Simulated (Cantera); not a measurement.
An isothermal, constant-pressure homogeneous reactor starts with 74.6 % NO, 25.4 % N2, at 1498 K and 0.681 atm.

Computed with Cantera and GRI-Mech 3.0 (53 species, 325 reactions).

x: mole fraction; the columns are a selection and need not sum to one.

```json
[
 {"t (s)": "1.00e-6", "x NO": "0.746", "x N2": "0.254", "x O2": "<1e-12", "x N2O": "3.44e-9", "x O": "3.31e-9", "x NO2": "1.36e-10"},
 {"t (s)": "4.12e-6", "x NO": "0.746", "x N2": "0.254", "x O2": "<1e-12", "x N2O": "1.42e-8", "x O": "1.21e-8", "x NO2": "2.13e-9"},
 {"t (s)": "1.70e-5", "x NO": "0.746", "x N2": "0.254", "x O2": "1.03e-11", "x N2O": "5.85e-8", "x O": "3.18e-8", "x NO2": "2.67e-8"},
 {"t (s)": "7.02e-5", "x NO": "0.746", "x N2": "0.254", "x O2": "8.19e-11", "x N2O": "2.41e-7", "x O": "4.26e-8", "x NO2": "1.99e-7"},
 {"t (s)": "0.000289", "x NO": "0.746", "x N2": "0.254", "x O2": "5.02e-10", "x N2O": "9.93e-7", "x O": "4.34e-8", "x NO2": "9.55e-7"},
 {"t (s)": "0.00119", "x NO": "0.746", "x N2": "0.254", "x O2": "4.18e-9", "x N2O": "4.06e-6", "x O": "4.61e-8", "x NO2": "4.10e-6"},
 {"t (s)": "0.00492", "x NO": "0.746", "x N2": "0.254", "x O2": "6.03e-8", "x N2O": "1.62e-5", "x O": "5.75e-8", "x NO2": "1.75e-5"},
 {"t (s)": "0.0203", "x NO": "0.746", "x N2": "0.254", "x O2": "1.58e-6", "x N2O": "5.82e-5", "x O": "1.05e-7", "x NO2": "7.84e-5"},
 {"t (s)": "0.0838", "x NO": "0.746", "x N2": "0.254", "x O2": "…", "x N2O": "…", "x O": "…", "x NO2": "…"},
 {"t (s)": "0.346", "x NO": "0.744", "x N2": "0.255", "x O2": "0.000857", "x N2O": "0.000183", "x O": "3.58e-7", "x NO2": "0.000477"},
 {"t (s)": "1.43", "x NO": "0.736", "x N2": "0.259", "x O2": "0.00444", "x N2O": "0.000179", "x O": "4.63e-7", "x NO2": "0.000630"},
 {"t (s)": "5.88", "x NO": "0.707", "x N2": "0.273", "x O2": "0.0186", "x N2O": "0.000165", "x O": "7.39e-7", "x NO2": "0.00101"},
 {"t (s)": "24.2", "x NO": "0.609", "x N2": "0.322", "x O2": "0.0676", "x N2O": "0.000121", "x O": "1.29e-6", "x NO2": "0.00156"},
 {"t (s)": "100", "x NO": "…", "x N2": "…", "x O2": "…", "x N2O": "…", "x O": "…", "x NO2": "0.00159"}
]
```

Problem. Some entries are withheld; supply them.

Solution. 
- 0.0838, x O2: 6.20e-5
- 0.0838, x N2O: 0.000146
- 0.0838, x O: 2.56e-7
- 0.0838, x NO2: 0.000307
- 100, x NO: 0.385
- 100, x N2: 0.434
- 100, x O2: 0.179
- 100, x N2O: 4.80e-5
- 100, x O: 2.05e-6
